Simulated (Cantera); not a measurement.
Input (Python, Cantera) and output of one run.

```python
import numpy as np
import cantera as ct

gas_names = """
    CL CL2 H HCL H2 N NH NH2 NH3 N2 N2H2 N2H4 Sr SrCL SrCL2
""".split()
cond_names = """
    NH4CL(a) NH4CL(b) Sr(a) Sr(b) Sr(L) SrCL2(a) SrCL2(b) SrCL2(L)
""".split()


# ... load() reads the species with a 1 bar reference pressure and builds the phases ...
atoms = {
    'SrCl2': {'Sr': 1, 'CL': 2},
    'HCl': {'H': 1, 'CL': 1},
    'N2': {'N': 2},
}
top_T = {}  # K; cautious upper limits of use, not melting points


# ... equilibrate(T, P, feed) seeds the gas with the atoms and calls Mixture.equilibrate('TP', solver="vcs", rtol=1e-11, max_steps=5000) ...
results = []
feed = {'SrCl2': 1, 'HCl': 0.18, 'N2': 9.1}  # mol
P = 1333.22  # Pa
for T in [750, 825, 900, 975, 1050, 1125, 1200, 1275, 1350, 1425, 1500, 1575, 1650]:
    mix = equilibrate(T, P, feed)
    results.append((T, P, feed, dict(zip(mix.species_names, mix.species_moles))))

top = {s: max(r[3][s] / sum(r[3][g] for g in gas_names) for r in results) for s in gas_names}
cols = sorted((s for s in top if top[s] > 0.001), key=lambda s: -top[s])[:9]
seen = [c for c in cond_names if any(r[3].get(c, 0) > 1e-12 for r in results)]
print("log10 of partial pressures in bar; condensed amounts in mol")
print(f"{'T/K':>10s}" + "".join(f"{s[:9]:>10s}" for s in cols + seen))
for T, P, feed, n in results:
    ng = sum(n[g] for g in gas_names)
    print(f"{T:10.4g}" + "".join(f"{np.log10(max(n[s] / ng * P / 1e5, 1e-99)):10.3f}" for s in cols)
          + "".join(f"{n.get(c, 0):10.4g}" for c in seen))
```

Result:

```
log10 of partial pressures in bar; condensed amounts in mol
       T/K        N2     SrCL2       HCL  SrCL2(a)  SrCL2(b)  SrCL2(L)
       750    -1.884   -14.619    -3.587         1         0         0
       825    -1.884   -12.446    -3.587         1         0         0
       900    -1.884   -10.648    -3.587         1         0         0
       975    -1.884    -9.140    -3.587         1         0         0
      1050    -1.884    -7.876    -3.587         0         1         0
      1125    -1.884    -6.804    -3.587         0    0.9999         0
      1200    -1.884    -5.911    -3.588         0         0    0.9991
      1275    -1.884    -5.146    -3.588         0         0     0.995
      1350    -1.885    -4.473    -3.590         0         0    0.9765
      1425    -1.888    -3.878    -3.594         0         0     0.907
      1500    -1.898    -3.350    -3.607         0         0    0.6779
      1575    -1.928    -2.887    -3.641         0         0         0
      1650    -1.928    -2.887    -3.647         0         0         0
```

Method: chemical equilibrium by Gibbs-energy minimisation in Cantera with the NASA 1993 tables (ideal gas, pure condensed phases).
